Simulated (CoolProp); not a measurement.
Vapour-liquid equilibrium of propane (1) + n-butane (2) at 0.198 bar; x and y are mole fractions of (1).

Model: multi-fluid Helmholtz-energy mixture model, Lemmon 2009 and Bücker 2006; pair parameters Kunz 2012, in CoolProp.

| x | bubble temperature (K) | y at the bubble point | dew temperature at overall composition x (K) | liquid density (mol/L) |
|---|---|---|---|---|
| 0.05 | 231.7 | 0.253 | 235.4 | 11.16 |
| 0.125 | 226.2 | 0.497 | 234.1 | 11.40 |
| 0.2 | 221.6 | 0.648 | 232.7 | 11.62 |
| 0.275 | 217.9 | 0.747 | 231.3 | 11.84 |
| 0.35 | 214.8 | 0.815 | 229.7 | 12.06 |
| 0.425 | 212.2 | 0.863 | 228.0 | 12.27 |
| 0.5 | 209.9 | 0.898 | 226.1 | 12.48 |
| 0.575 | 207.8 | 0.925 | 224.0 | 12.70 |
| 0.65 | 206.0 | 0.945 | 221.6 | 12.91 |
| 0.725 | 204.4 | 0.962 | 218.8 | 13.13 |
| 0.8 | 203.0 | 0.975 | 215.5 | 13.35 |
| 0.875 | 201.7 | 0.986 | 211.4 | 13.58 |
| 0.95 | 200.4 | 0.995 | 205.6 | 13.81 |

No azeotrope shows between x = 0.05 and 0.95.

The pair parameters rest on a limited set of measurements; away from them the model extrapolates.
